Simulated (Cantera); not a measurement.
**SiH₂Cl₂ + N₂ (silicon nitride deposition)**

Feed: 1 mol SiH₂Cl₂, 35 mol N₂, at 0.00150 bar.

Method: chemical equilibrium by Gibbs-energy minimisation in Cantera with the NASA 1993 tables (ideal gas, pure condensed phases). Candidate condensed phases: NH₄Cl, Si, Si₃N₄; 28 gas species. N₂ is the only nitrogen source here; it is nearly inert below about 1500 K, so the nitride shown seldom forms there in practice. The tables' values for SiCl, SiCl₃, SiN are old estimates; treat these amounts as uncertain. Equilibrium is a limit: real reactors are often held back by kinetics, nucleation or transport.

```tsv
T (°C)	x N₂	x HCl	x H₂	x SiCl₂	x Si	x H	x SiCl₄	x Cl	n Si₃N₄(s)	n Si(l)
825	0.948	0.0436	0.00573	4.95e-5	<1e-12	4.83e-8	0.00276	3.30e-7	0.298	0
925	0.947	0.0439	0.00559	0.000575	<1e-12	3.67e-7	0.00222	2.50e-6	0.295	0
1025	0.946	0.0418	0.00658	0.00338	1.30e-10	2.24e-6	0.00102	1.20e-5	0.271	0
1125	0.946	0.0347	0.00999	0.00874	1.28e-8	1.22e-5	0.000172	3.49e-5	0.217	0
1225	0.946	0.0252	0.0146	0.0141	6.76e-7	5.36e-5	1.88e-5	7.47e-5	0.157	0
1325	0.946	0.0170	0.0186	0.0184	2.16e-5	0.000187	2.01e-6	0.000135	0.105	0
1425	0.945	0.0112	0.0212	0.0211	0.000438	0.000543	2.44e-7	0.000223	0	0.189
1525	0.943	0.0116	0.0205	0.0205	0.00206	0.00130	8.54e-8	0.000566	0	0.133
1625	0.937	0.0131	0.0188	0.0189	0.00630	0.00277	3.92e-8	0.00145	0	0
```
x: gas mole fraction; n: condensed amount in mol.

From 825 °C to 1325 °C the condensed part is Si₃N₄(s). From 1425 °C to 1525 °C the condensed part is Si(l). At 1625 °C nothing is condensed. The main Si-bearing gas is SiCl₄ at 825 °C and SiCl₂ at 1625 °C. The share of Si in condensed phases is highest at 825 °C (89.4 %) and lowest at 1625 °C (0.0 %).
